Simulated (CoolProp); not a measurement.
Propylene along the isobar 5.01 MPa: density (kg/m³) from the reference equation and from simpler models built on Tc = 364.2 K, pc = 4.555 MPa, ω = 0.146; each cubic takes its own stable root.

Computed with CoolProp (reference Helmholtz-energy equation of state, Lemmon 2013).

| T (K) | phase | reference |
|---|---|---|
| 172.8 | liquid | 675.3 |
| 192.1 | liquid | 653.9 |
| 211.4 | liquid | 631.9 |
| 230.7 | liquid | 609.3 |
| 250 | liquid | 585.5 |
| 269.3 | liquid | 560.3 |
| 288.6 | liquid | 532.9 |
| 307.9 | liquid | 502.1 |
| 327.2 | liquid | 465.9 |
| 346.5 | liquid | 418.3 |
| 365.8 | supercritical | 322.1 |
| 385.1 | supercritical | 115.5 |
| 404.5 | supercritical | 92.77 |
| 423.8 | supercritical | 80.84 |

### Question
How far does each simpler model (van der Waals, Redlich-Kwong, Soave-Redlich-Kwong, Peng-Robinson) lie from the reference over these 14 states: mean and median of the absolute difference, and the worst?

### Answer
- van der Waals: mean 27.8 %, median 34.8 %, worst -36.9 % at 172.8 K and 5.01 MPa
- Redlich-Kwong: mean 8.0 %, median 7.1 %, worst -19.0 % at 365.8 K and 5.01 MPa
- Soave-Redlich-Kwong: mean 7.2 %, median 6.2 %, worst -19.5 % at 365.8 K and 5.01 MPa
- Peng-Robinson: mean 4.9 %, median 5.0 %, worst -11.6 % at 365.8 K and 5.01 MPa
